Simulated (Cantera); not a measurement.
What does this Cantera script print?

```python
import numpy as np
import cantera as ct

gas_names = """
    CL CLO CL2 H HCL HOCL HO2 H2 H2O H2O2 O OH O2 O3
""".split()
cond_names = """
    H2O(s) H2O(L)
""".split()


# ... load() reads the species with a 1 bar reference pressure and builds the phases ...
atoms = {
    'HCl': {'H': 1, 'CL': 1},
    'H2O': {'H': 2, 'O': 1},
    'O2': {'O': 2},
}
top_T = {}  # K; cautious upper limits of use, not melting points


# ... equilibrate(T, P, feed) seeds the gas with the atoms and calls Mixture.equilibrate('TP', solver="vcs", rtol=1e-11, max_steps=5000) ...
results = []
feed = {'HCl': 1, 'H2O': 0.2, 'O2': 3}  # mol
T = 2773.15  # K
P = 3600000  # Pa
mix = equilibrate(T, P, feed)
results.append((T, P, feed, dict(zip(mix.species_names, mix.species_moles))))
print(gas.report(threshold=1e-06))
for i in range(1, mix.n_phases):
    print(f"{mix.phase(i).name:16s} {mix.phase_moles(i):12.5e} mol")
```

Result:

```
       temperature   2773.2 K
          pressure   3.6e+06 Pa
           density   4.9473 kg/m^3
  mean mol. weight   31.687 kg/kmol
   phase of matter   gas

                          1 kg             1 kmol
                     ---------------   ---------------
          enthalpy        2.0687e+06        6.5552e+07  J
   internal energy        1.3411e+06        4.2494e+07  J
           entropy            7947.5        2.5183e+05  J/K
    Gibbs function       -1.9971e+07       -6.3281e+08  J
 heat capacity c_p            1231.4             39020  J/K
 heat capacity c_v            969.03             30705  J/K

                      mass frac. Y      mole frac. X     chem. pot. / RT
                     ---------------   ---------------   ---------------
                CL          0.079576          0.071128           -17.252
               CLO         0.0055581         0.0034232            -30.65
               CL2          0.010329         0.0046161           -34.503
                 H        7.0673e-06        0.00022216           -12.515
               HCL           0.17109            0.1487           -29.767
              HOCL        0.00068912        0.00041626           -43.165
               HO2        0.00014845        0.00014251           -39.312
                H2        2.0434e-05        0.00032117           -25.031
               H2O          0.045676           0.08034           -38.429
              H2O2        5.1859e-06        4.8311e-06           -51.828
                 O         0.0033591         0.0066529           -13.398
                OH          0.008183          0.015246           -25.914
                O2           0.67536           0.66879           -26.797
                O3        3.8044e-06        2.5116e-06           -40.195
```

These are equilibrium values from Cantera (NASA tables, ideal gas, pure condensed phases), not measurements of a reactor. The ideal-gas law is rough above about 30 bar.
